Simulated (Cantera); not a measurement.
A freely propagating, adiabatic, planar premixed flame of 16.8 % H2, 14.8 % O2, 55.6 % N2, 12.8 % H2O, equivalence ratio 0.57, unburnt at 700 K and 4.93 atm; mixture-averaged transport, grid criteria slope 0.08 and curve 0.16, no radiation.

Model: the H2/O2 subset of GRI-Mech 3.0, which has no nitrogen chemistry, integrated in Cantera. The hydrogen kinetics of GRI-Mech 3.0 are dated; newer H2 mechanisms differ, most at raised pressure. Burning velocities carry a grid error of a few per cent, more on coarse grids. Lean hydrogen flames are cellular in practice and burn faster than this planar one.

x: mole fraction of selected species; z is measured from the peak of heat release.

```
z (mm)   T (K)  u (m/s)      x H2    x O2  x H2O       x H      x OH       x O
-------  -----  -------  --------  ------  -----  --------  --------  --------
-0.266     701     1.27     0.162   0.149  0.129     <1e-8     <1e-8     <1e-8
-0.177     705     1.27     0.153   0.150  0.131     <1e-8     <1e-8     <1e-8
-0.133     714     1.27     0.142   0.152  0.134     <1e-8     <1e-8     <1e-8
-0.0886    751     1.31     0.121   0.153  0.143     <1e-8     <1e-8   2.15e-8
-0.0443    942     1.60    0.0804   0.146  0.177   1.25e-5   1.35e-5   9.36e-6
-0.0222   1187     1.99    0.0532   0.129  0.215  0.000279  0.000300  0.000169
0         1455     2.43    0.0279   0.105  0.259   0.00114   0.00161  0.000839
0.0222    1631     2.73    0.0126  0.0877  0.287   0.00140   0.00356   0.00134
0.0443    1723     2.88   0.00609  0.0798  0.300  0.000967   0.00448   0.00124
0.0886    1796     3.00         ?  0.0756  0.309         ?         ?         ?
0.177     1830     3.05  0.000565  0.0748  0.313   5.04e-5   0.00241  0.000211
0.354     1841     3.07  0.000135  0.0748  0.315   7.01e-6   0.00133   6.05e-5
0.709     1844     3.07         ?  0.0749  0.315         ?         ?         ?
```

Question: What belongs in the gaps?

Answer: 
- 0.0886, x H2: 0.00212
- 0.0886, x H: 0.000316
- 0.0886, x OH: 0.00397
- 0.0886, x O: 0.000674
- 0.709, x H2: 5.40e-5
- 0.709, x H: 2.10e-6
- 0.709, x OH: 0.000918
- 0.709, x O: 2.81e-5
